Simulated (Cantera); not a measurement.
A perfectly stirred reactor is fed with H₂ : O₂ : N₂ : NO = 1 : 0.943 : 3.55 : 0.018 (molar parts), at 11.0 bar; it is adiabatic with a 375 K inlet, and is followed from long to short residence time, starting on the burning branch (τ in s: 0.082, 0.03, 0.011, 0.0042, 0.0016, 0.00059, 0.00022, 8.1e-05, 3e-05, 1.1e-05, 4.2e-06).

Computed with Cantera and GRI-Mech 3.0 (53 species, 325 reactions). The hydrogen kinetics of GRI-Mech 3.0 are dated; newer H2 mechanisms differ, most at raised pressure. The mechanism lacks 2 NO + O2 → 2 NO2 and HONO, so NO2 and the effect of NO are under-described below about 1400 K.

Q: What does this change do: O2 0.943 to 0.61 parts?

A: 
| quantity | before | after |
|---|---|---|
| blow-out, bracketed by the residence times tried | burning at 11.0 µs, out at 4.20 µs | burning at 11.0 µs, out at 4.20 µs |
| x(H₂) at τ = 82.0 ms | 2.77e-5 | 7.84e-5 |
| x(O₂) at τ = 82.0 ms | 0.0883 | 0.0234 |
| x(NO) at τ = 82.0 ms | 0.00356 | 0.00377 |
| x(H₂O₂) at τ = 82.0 ms | 1.94e-7 | 1.58e-7 |
| x(N₂O) at τ = 82.0 ms | 5.57e-7 | 4.26e-7 |
| x(H₂) at τ = 0.590 ms | 0.000841 | 0.00162 |
| x(O₂) at τ = 0.590 ms | 0.0883 | 0.0239 |
| x(NO) at τ = 0.590 ms | 0.00351 | 0.00373 |
| x(H₂O₂) at τ = 0.590 ms | 1.22e-6 | 9.98e-7 |
| x(N₂O) at τ = 0.590 ms | 3.39e-6 | 2.80e-6 |
